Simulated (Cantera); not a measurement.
Input: 1 mol SiH4, 0.064 mol O2, 0.53 mol H2, at 13000 Pa.

Equilibrium computed with Cantera from the NASA thermochemical tables; the gas is ideal and each condensed phase is pure. Candidate condensed phases: H2O, Si, SiO2; 18 gas species. Gases not in the tables: Si2H6 and higher silanes. The numbers say what is thermodynamically allowed, not how fast it happens.

x: gas mole fraction; n: condensed amount in mol.

```tsv
T (K)	x H2	x SiO	x H	x Si	x SiH2	x SiH	n Si(s)	n Si(l)
1675	0.952	0.0481	0.000314	?	1.07e-5	1.97e-6	0.872	0
1725	0.951	0.0481	0.000502	?	1.64e-5	3.92e-6	0	0.872
1775	0.951	0.0481	0.000783	?	2.38e-5	7.29e-6	0	0.872
1825	0.951	0.0481	0.00119	?	3.38e-5	1.31e-5	0	0.872
1875	0.950	0.0481	0.00177	?	4.72e-5	2.27e-5	0	0.872
1925	0.949	0.0481	0.00258	?	6.47e-5	3.83e-5	0	0.871
1975	0.948	0.0480	0.00369	?	8.71e-5	6.28e-5	0	0.871
```

Problem. Fill in the missing entries.

Solution. 
- 1675, x Si: 3.34e-6
- 1725, x Si: 7.81e-6
- 1775, x Si: 1.69e-5
- 1825, x Si: 3.50e-5
- 1875, x Si: 6.97e-5
- 1925, x Si: 0.000134
- 1975, x Si: 0.000249
